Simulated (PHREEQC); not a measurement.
H3PO4 is added in steps, without added water, to 1 kg of water holding 130 mmol/kgw CaCl2, 0.66 mmol/kgw NaF and 0.086 mmol/kgw H4SiO4, at 36 °C. Oxygen is held at 0.21 atm. CO2 is held at log p = -3.4 (atm). The run lets Aragonite, Hydroxyapatite, Fluorite, Chalcedony, Halite precipitate or redissolve, and no other solid.

Base run: PHREEQC, ion-association model, phreeqc.dat. Each further column changes one thing. The table gives HCO3- (mol/kgw).

```tsv
H3PO4 added (mol)	base	metal-ligand complexes left out	Davies equation for every ion	all activity coefficients set to 1	Debye-Hückel limiting law
0	2.54e-6	3.10e-6	2.54e-6	1.34e-6	(withheld)
0.0001406	6.90e-8	6.97e-8	7.05e-8	3.68e-8	1.69e-7
0.0002812	3.48e-8	(withheld)	3.56e-8	1.86e-8	8.53e-8
0.0004219	2.34e-8	(withheld)	2.39e-8	1.24e-8	(withheld)
0.0005625	1.76e-8	1.80e-8	1.80e-8	9.38e-9	(withheld)
0.0007031	1.42e-8	1.45e-8	1.45e-8	7.54e-9	3.47e-8
0.0007969	1.25e-8	1.29e-8	1.28e-8	6.67e-9	3.07e-8
0.0009375	1.07e-8	1.11e-8	1.09e-8	5.70e-9	2.62e-8
0.001078	9.36e-9	9.73e-9	9.55e-9	4.98e-9	2.29e-8
0.001219	8.32e-9	8.68e-9	8.49e-9	4.42e-9	2.03e-8
0.001359	7.50e-9	7.85e-9	7.65e-9	3.98e-9	1.83e-8
0.0015	6.83e-9	7.17e-9	6.96e-9	3.62e-9	1.66e-8
```

**Question.** Fill in the missing entries.

**Answer.** 
- 0, Debye-Hückel limiting law: 4.65e-6
- 0.0002812, metal-ligand complexes left out: 3.53e-8
- 0.0004219, metal-ligand complexes left out: 2.38e-8
- 0.0004219, Debye-Hückel limiting law: 5.72e-8
- 0.0005625, Debye-Hückel limiting law: 4.31e-8

Away from 25 °C the constants follow the database's enthalpies or fits; those with neither stay at their 25 °C values. SiF6-2 is the database's only silicon fluoride.
